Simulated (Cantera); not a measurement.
Feed: 1 mol SiC, 0.089 mol CO2, 19 mol H2, equilibrated at 2150 K and 10.0 Torr.

Method: chemical equilibrium by Gibbs-energy minimisation in Cantera with the NASA 1993 tables (ideal gas, pure condensed phases). Candidate condensed phases: C, C6H6, C7H8, C8H18, H2O, Si, SiC, SiO2; 123 gas species. Gases not in the tables: Si2H6 and higher silanes. The numbers say what is thermodynamically allowed, not how fast it happens.

Base state: H2 0.951, H 0.0356, CO 0.00848, Si 0.00362, SiO 0.000598, C2H2 (acetylene) 0.000336, SiH 0.000199, Si2C 0.000178 (mole fractions); condensed: SiC(s).

Question: What changes in the equilibrium state with this change: pressure from 10.0 Torr to 21.8 Torr?

Answer: 
```
species             before     after
----------------  --------  --------
H2                   0.951     0.964
H                   0.0356    0.0243
CO                 0.00848   0.00804
Si                 0.00362   0.00233
SiC2               5.22e-5   1.72e-5
C2H2 (acetylene)  0.000336  0.000174
SiO               0.000598   0.00111
SiC(s), mol          0.904     0.923
```
